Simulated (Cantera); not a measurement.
A Cantera script and its output.

```python
import numpy as np
import cantera as ct

gas = ct.Solution("gri30.yaml")
gas.TPX = 1550, 500000, {'CO': 1, 'H2': 0.95, 'CH4': 0.037, 'O2': 0.524, 'N2': 1.97}
reactor = ct.IdealGasReactor(gas, energy="on", clone=False)
net = ct.ReactorNet([reactor])
net.rtol, net.atol = 1e-08, 1e-16
show = ['CO', 'H2', 'CH4', 'C2H', 'NO', 'H']
times = np.geomspace(2e-06, 4, 11)

steps = ct.SolutionArray(gas, extra=["t"])
rows = []
print(f"{'t/s':>10s}{'T/K':>9s}{'P/Pa':>11s}" + "".join(f"{s:>11s}" for s in show))
for t in times:
    while net.time < t:
        t_next = net.step()
        steps.append(gas.state, t=t_next)
    rows.append([np.interp(t, steps.t, y) for y in (steps.T, steps.P, *steps(*show).X.T)])
    print(f"{t:10.3e}{rows[-1][0]:9.1f}{rows[-1][1]:11.4g}" + "".join(f"{x:11.3e}" for x in rows[-1][2:]))
rate = np.gradient(steps.T, steps.t)
print("integrator steps:", len(steps.t))
if steps.T.max() > steps.T[0] + 200:
    print(f"time of steepest temperature rise: {steps.t[rate.argmax()]:.4e} s")
gas.TPX = 1550, 500000, {'CO': 1, 'H2': 0.95, 'CH4': 0.037, 'O2': 0.524, 'N2': 1.97}
gas.equilibrate("UV")
print(f"equilibrium (UV): T = {gas.T:.1f} K  " + "  ".join(f"{s} {gas[s].X[0]:.3e}" for s in show))
```

It prints:

```
       t/s      T/K       P/Pa         CO         H2        CH4        C2H         NO          H
 2.000e-06   1552.7  5.008e+05  2.231e-01  2.106e-01  8.077e-03  6.776e-16  1.104e-10  7.003e-04
 8.534e-06   3033.0  9.073e+05  1.922e-01  6.948e-02  6.527e-12  4.050e-15  3.412e-04  2.486e-02
 3.641e-05   3115.9  9.264e+05  1.928e-01  6.958e-02  1.479e-11  9.957e-15  2.054e-03  1.941e-02
 1.554e-04   3106.6  9.239e+05  1.933e-01  7.045e-02  1.569e-11  9.946e-15  4.245e-03  1.906e-02
 6.629e-04   3106.1  9.238e+05  1.933e-01  7.050e-02  1.575e-11  9.944e-15  4.371e-03  1.904e-02
 2.828e-03   3106.1  9.238e+05  1.933e-01  7.050e-02  1.575e-11  9.944e-15  4.371e-03  1.904e-02
 1.207e-02   3106.1  9.238e+05  1.933e-01  7.050e-02  1.575e-11  9.944e-15  4.371e-03  1.904e-02
 5.149e-02   3106.1  9.238e+05  1.933e-01  7.050e-02  1.575e-11  9.944e-15  4.371e-03  1.904e-02
 2.197e-01   3106.1  9.238e+05  1.933e-01  7.050e-02  1.575e-11  9.944e-15  4.371e-03  1.904e-02
 9.375e-01   3106.1  9.238e+05  1.933e-01  7.050e-02  1.575e-11  9.944e-15  4.371e-03  1.904e-02
 4.000e+00   3106.1  9.238e+05  1.933e-01  7.050e-02  1.575e-11  9.944e-15  4.371e-03  1.904e-02
integrator steps: 1356
time of steepest temperature rise: 3.2013e-06 s
equilibrium (UV): T = 3106.1 K  CO 1.933e-01  H2 7.050e-02  CH4 1.848e-11  C2H 1.053e-14  NO 4.371e-03  H 1.904e-02
```

Computed with Cantera and GRI-Mech 3.0 (53 species, 325 reactions). Above 3000 K some thermodynamic fits are extrapolated.
